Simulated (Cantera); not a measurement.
Charge: 1 mol Si₃N₄, 0.045 mol N₂O, 73 mol H₂, equilibrated at 101000 Pa.

Cantera equilibrium calculation (NASA polynomials, part measured and part estimated; ideal gas, pure solids and liquids). Candidate condensed phases: H₂O, Si, SiO₂, Si₂N₂O, Si₃N₄; 35 gas species. Mutual solubility and eutectic melting of coexisting phases are not modelled. The numbers say what is thermodynamically allowed, not how fast it happens.

Problem. At 1225 °C, list the 3 most abundant gas species with their mole fractions, and the condensed phases.

Solution. H₂ 0.999, N₂ 0.000821, H 1.71e-5. Condensed: Si₂N₂O(s) + Si₃N₄(s).
